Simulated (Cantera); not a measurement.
Reactions in the system O-Pb-S

Source: NASA polynomial tables (part measured, part estimated), evaluated in Cantera. Values are per mole of reaction as written; species without (g) are pure solids or liquids, kept so even where they would boil at 1 bar.

3 PbO(g) + 3 S = 3 PbS(g) + O₃(g)

```json
[
 {"T (K)": "425", "ΔH° (kJ)": "315.8", "ΔS° (J/K)": "149.3", "ΔG° (kJ)": "252.4", "log10 K": "-31.02"},
 {"T (K)": "475", "ΔH° (kJ)": "312.4", "ΔS° (J/K)": "141.6", "ΔG° (kJ)": "245.1", "log10 K": "-26.95"},
 {"T (K)": "525", "ΔH° (kJ)": "308.9", "ΔS° (J/K)": "134.6", "ΔG° (kJ)": "238.2", "log10 K": "-23.70"},
 {"T (K)": "575", "ΔH° (kJ)": "305.7", "ΔS° (J/K)": "128.8", "ΔG° (kJ)": "231.6", "log10 K": "-21.04"},
 {"T (K)": "625", "ΔH° (kJ)": "303.1", "ΔS° (J/K)": "124.4", "ΔG° (kJ)": "225.3", "log10 K": "-18.83"},
 {"T (K)": "675", "ΔH° (kJ)": "300.9", "ΔS° (J/K)": "121.0", "ΔG° (kJ)": "219.2", "log10 K": "-16.96"}
]
```
